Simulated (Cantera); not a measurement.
A diamond (100) surface in a fixed gas of H2 with x(CH4) = 0.011, x(H) = 0.026, x(CH3) = 0.001, at 1075 K; coverages are run to steady state.

Cantera simulation using the Harris–Goodwin 1993 mechanism for the reconstructed diamond (100) surface; the numbers are that mechanism's predictions, not measurements.

θ: site fractions in the mechanism's names (c6HH fully hydrogenated, c6H* and c6*H radical sites, c6** diradical, c6HM methylated).

```json
[
 {"P (Pa)": "300", "growth (µm/h)": "[?]", "θ c6HH": "0.524", "θ c6H*": "0.0251", "θ c6*H": "0.421", "θ c6**": "0.0157", "θ c6HM": "0.00906"},
 {"P (Pa)": "550", "growth (µm/h)": "[?]", "θ c6HH": "0.523", "θ c6H*": "0.0250", "θ c6*H": "0.420", "θ c6**": "0.0156", "θ c6HM": "0.0111"},
 {"P (Pa)": "990", "growth (µm/h)": "[?]", "θ c6HH": "0.522", "θ c6H*": "0.0250", "θ c6*H": "0.419", "θ c6**": "0.0156", "θ c6HM": "0.0126"},
 {"P (Pa)": "1800", "growth (µm/h)": "[?]", "θ c6HH": "0.521", "θ c6H*": "0.0250", "θ c6*H": "0.418", "θ c6**": "0.0156", "θ c6HM": "0.0137"},
 {"P (Pa)": "3300", "growth (µm/h)": "[?]", "θ c6HH": "0.520", "θ c6H*": "0.0250", "θ c6*H": "0.418", "θ c6**": "0.0156", "θ c6HM": "0.0143"},
 {"P (Pa)": "5900", "growth (µm/h)": "[?]", "θ c6HH": "0.520", "θ c6H*": "0.0251", "θ c6*H": "0.417", "θ c6**": "0.0156", "θ c6HM": "0.0147"},
 {"P (Pa)": "11000", "growth (µm/h)": "[?]", "θ c6HH": "0.520", "θ c6H*": "0.0254", "θ c6*H": "0.417", "θ c6**": "0.0156", "θ c6HM": "0.0150"},
 {"P (Pa)": "19000", "growth (µm/h)": "[?]", "θ c6HH": "0.520", "θ c6H*": "0.0258", "θ c6*H": "0.416", "θ c6**": "0.0157", "θ c6HM": "0.0151"}
]
```

Q: What belongs in the gaps?

A: 
- 300, growth (µm/h): 1.30
- 550, growth (µm/h): 2.88
- 990, growth (µm/h): 5.86
- 1800, growth (µm/h): 11.5
- 3300, growth (µm/h): 22.1
- 5900, growth (µm/h): 40.5
- 11000, growth (µm/h): 76.7
- 19000, growth (µm/h): 134
